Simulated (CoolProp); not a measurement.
Vapour-liquid equilibrium of propane (1) + isobutane (2) at -20.45 °C; x and y are mole fractions of (1).

The numbers come from the multi-fluid Helmholtz-energy mixture model, Lemmon 2009 and Bücker 2006; pair parameters Kunz 2012 in CoolProp.

```csv
x,bubble pressure (MPa),y at the bubble point,dew pressure at overall composition x (MPa),liquid density (mol/L)
0.05,0.07949,0.146,0.07377,10.47
0.15,0.09586,0.361,0.07972,10.67
0.25,0.1120,0.513,0.08666,10.86
0.35,0.1282,0.627,0.09489,11.07
0.45,0.1445,0.718,0.1048,11.28
0.55,0.1612,0.792,0.1168,11.50
0.65,0.1783,0.853,0.1319,11.73
0.75,0.1957,0.904,0.1513,11.96
0.85,0.2135,0.948,0.1774,12.21
0.95,0.2315,0.984,0.2146,12.46
```

No azeotrope shows between x = 0.05 and 0.95.

Pair parameters are fitted to limited data, so mixtures are less certain than the pure fluids.
